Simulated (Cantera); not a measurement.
An adiabatic, constant-volume homogeneous reactor starts with CH₄ : H₂ : O₂ : N₂ = 1 : 0.053 : 5.62 : 21.1 (molar parts), at 975 K and 500000 Pa.

Computed with Cantera and GRI-Mech 3.0 (53 species, 325 reactions). Below about 1000 K GRI-Mech 3.0 lacks low-temperature oxidation paths.

Problem. Predict: time of steepest temperature rise; temperature at 9.00 s; equilibrium temperature; x(H₂) at 9.00 s; x(O₂) at 9.00 s; x(H₂O₂) at 9.00 s; x(O) at 9.00 s.

Solution. 
```json
{
  "time_of_steepest_temperature_rise": "88.3 ms",
  "temperature at 9.00 s": "1989 K",
  "equilibrium_temperature": "1989 K",
  "x(H₂) at 9.00 s": "1.73e-5 (gas-phase equilibrium 1.73e-5)",
  "x(O₂) at 9.00 s": "0.126 (gas-phase equilibrium 0.126)",
  "x(H₂O₂) at 9.00 s": "1.49e-7 (gas-phase equilibrium 1.49e-7)",
  "x(O) at 9.00 s": "6.86e-5 (gas-phase equilibrium 6.86e-5)"
}
```
